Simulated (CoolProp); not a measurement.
Saturated liquid density (kg/m³) of ammonia: the reference equation beside estimates from Tc = 132.4 °C, pc = 11360 kPa, ω = 0.256.

Values from CoolProp's reference Helmholtz-energy equation of state, Gao 2020.

| T (°C) | reference | van der Waals | Redlich-Kwong | Soave-Redlich-Kwong | Peng-Robinson |
|---|---|---|---|---|---|
| 37.05 | 584.3 | 307.8 | 439.6 | 460.1 | 521.8 |
| 47.75 | 566.8 | 298.9 | 423.5 | 444.2 | 504.1 |
| 58.35 | 548.3 | 289.4 | 406.5 | 427.1 | 484.8 |
| 69.05 | 528.2 | 279.1 | 387.9 | 408.1 | 463.2 |
| 79.65 | 506.5 | 268.0 | 367.9 | 387.3 | 439.4 |
| 90.35 | 482.0 | 255.5 | 345.5 | 363.7 | 412.1 |
| 100.95 | 454.1 | 241.4 | 320.5 | 336.9 | 380.8 |
| 111.65 | 419.9 | 224.6 | 290.9 | 304.6 | 342.8 |

Absolute difference from the reference over all 8 rows, mean and median: van der Waals 47.0 and 47.1 %, Redlich-Kwong 27.3 and 27.0 %, Soave-Redlich-Kwong 23.6 and 23.1 %, Peng-Robinson 13.5 and 12.8 %.
